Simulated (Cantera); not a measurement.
Gas mixture: NO : N2O = 0.089 : 0.4 (molar parts), at 20.0 Torr, frozen composition.

Cantera's kinetic-theory transport with the Lennard-Jones parameters of GRI-Mech 3.0, ideal gas; thermal conductivity in the mixture-averaged form. The composition is frozen, though it would react at the higher temperatures.

D: mixture-averaged diffusion coefficient of that species in the mixture.

```
T (K)  ρ (kg/m³)  cp (J/kg/K)  μ (µPa s)  λ (mW/m/K)     Pr  D (cm²/s) N2  D (cm²/s) OH  D (cm²/s) CH4
-----  ---------  -----------  ---------  ----------  -----  ------------  ------------  -------------
400       0.0332        974.0       20.0        26.6  0.732          10.4          16.2           11.5
500       0.0266         1039       24.1        34.2  0.733          15.5          23.9           17.1
600       0.0222         1093       27.8        41.5  0.734          21.2          32.8           23.6
700       0.0190         1139          ?           ?  0.735             ?             ?              ?
800       0.0166         1179       34.5        55.3  0.736          34.7          53.5           38.8
900       0.0148         1212       37.6           ?  0.737             ?             ?              ?
1000      0.0133         1239       40.5        68.1  0.737          50.6          77.9           56.8
1100      0.0121         1258       43.3        74.1  0.735          59.4          91.3           66.7
1200      0.0111         1277       46.0        79.9  0.734          68.7           106           77.3
```

Problem. Complete the blanks.

Solution. 
- 700, μ (µPa s): 31.3
- 700, λ (mW/m/K): 48.5
- 700, D (cm²/s) N2: 27.6
- 700, D (cm²/s) OH: 42.6
- 700, D (cm²/s) CH4: 30.9
- 900, λ (mW/m/K): 61.8
- 900, D (cm²/s) N2: 42.4
- 900, D (cm²/s) OH: 65.2
- 900, D (cm²/s) CH4: 47.5
